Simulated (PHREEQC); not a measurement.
Make-up at 42 °C: 0.012 mol/kgw NaHS, 3.3e-05 mol/kgw H2SiF6 and 0.0013 mol/kgw MgCl2. It is in equilibrium with CO2 at log p = -3.5 (atm). Otherwise closed; pH follows from the charge balance.

Model: ion-association model, phreeqc.dat, run in PHREEQC.

Each row changes one thing in this solution. Precipitation was switched off in this run.

| case | pH | ionic strength (mol/kgw) | HCO3- (mol/kgw) | F- (mol/kgw) | MgF+ (mol/kgw) | MgHCO3+ (mol/kgw) | SI of Quartz (SiO2) |
|---|---|---|---|---|---|---|---|
| as made | 7.97 | 0.0159 | 0.000385 | 0.000184 | 1.27e-5 | 3.94e-6 | -0.75 |
| NaHS from 0.012 to 0.0024 mol/kgw | 7.51 | 0.00626 | 0.000129 | 0.000183 | 1.49e-5 | 1.54e-6 | -0.74 |
| NaHS left out | 3.83 | 0.00403 | 2.66e-8 | 0.000145 | 1.25e-5 | 3.38e-10 | -0.74 |
| NaHS replaced by Na2SiO3 at the same molality | 9.38 | 0.0271 | 0.0102 | ___ | 6.03e-6 | ___ | ___ |
| MgCl2 from 0.0013 to 0.013 mol/kgw | 7.91 | 0.0508 | 0.000360 | 0.000129 | 6.85e-5 | 2.89e-5 | -0.74 |
| H2SiF6 from 3.3e-05 to 3.63e-05 mol/kgw | 7.96 | 0.0159 | 0.000377 | 0.000203 | 1.40e-5 | 3.86e-6 | -0.71 |
| NaHS from 0.012 to 0.0132 mol/kgw | 7.99 | 0.0171 | 0.000407 | 0.000184 | 1.26e-5 | 4.11e-6 | -0.75 |

**Question.** Fill in the missing entries.

**Answer.** 
- NaHS replaced by Na2SiO3 at the same molality, F- (mol/kgw): 0.000190
- NaHS replaced by Na2SiO3 at the same molality, MgHCO3+ (mol/kgw): 4.82e-5
- NaHS replaced by Na2SiO3 at the same molality, SI of Quartz (SiO2): +1.59

Some of these states are supersaturated (in SiO2(a), Quartz (slow to form), for instance). At this temperature some constants are extrapolated from 25 °C, and those without enthalpy data are left unchanged. SiF6-2 is the database's only silicon fluoride.
